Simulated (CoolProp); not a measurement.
Saturation properties of toluene (Tc = 318.6 °C, pc = 4126 kPa, ω = 0.266).

The numbers come from the reference Helmholtz-energy equation of state, Lemmon 2006 in CoolProp. It is a short technical equation, of lower accuracy than the large ones.

```
T (°C)  p (kPa)  liquid density (kg/m³)  enthalpy of vaporisation (kJ/kg)
------  -------  ----------------------  --------------------------------
70.65     27.85                   818.9                             385.8
78.65     37.09                   811.1                             380.9
86.65     48.66                   803.3                             376.0
94.75     63.15                   795.2                             370.9
102.75    80.65                   787.1                             365.8
110.75    101.8                   779.0                             360.6
118.75    127.0                   770.7                             355.3
126.75    156.9                   762.3                             349.8
134.75    192.0                   753.7                             344.2
142.75    232.9                   745.0                             338.5
```

It boils at 110.6 °C under 1 atm.
